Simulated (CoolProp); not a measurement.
Saturation properties of carbon dioxide (Tc = 31.0 °C, pc = 7377 kPa, ω = 0.224).

Values from CoolProp's reference Helmholtz-energy equation of state, Span 1996.

| T (°C) | p (kPa) | enthalpy of vaporisation (kJ/kg) | vapour Z | liquid viscosity (µPa s) | liquid conductivity (mW/(m K)) |
|---|---|---|---|---|---|
| -41.95 | 934.3 | 325.9 | 0.8793 | 199 | 159 |
| -32.45 | 1314 | 308.3 | 0.8470 | 171 | 148 |
| -22.85 | 1802 | 288.7 | 0.8090 | 146 | 136 |
| -13.35 | 2405 | 267.0 | 0.7654 | 125 | 125 |
| -3.75 | 3152 | 241.8 | 0.7141 | 107 | 114 |
| 5.75 | 4046 | 212.4 | 0.6538 | 90.6 | 102 |
| 15.25 | 5118 | 175.5 | 0.5792 | 74.9 | 90.9 |
| 24.85 | 6412 | 120.8 | 0.4728 | 57.6 | 80.9 |

Viscosity comes from a separate model (Laesecke 2017). Thermal conductivity comes from a separate model (Huber 2016).
